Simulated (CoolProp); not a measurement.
The numbers come from the reference Helmholtz-energy equation of state, Lemmon 2006 in CoolProp. It is a short technical equation, of lower accuracy than the large ones.

**Question.** For n-decane, give the phase and the Joule-Thomson coefficient (K/MPa), expansivity (1/kK) at 370 K and 101 kPa; 495.1 K and 101 kPa.

**Answer.** 
- 370 K and 101 kPa: liquid; Joule-Thomson coefficient -0.334, expansivity 1.20
- 495.1 K and 101 kPa: gas; Joule-Thomson coefficient 19.3, expansivity 2.38
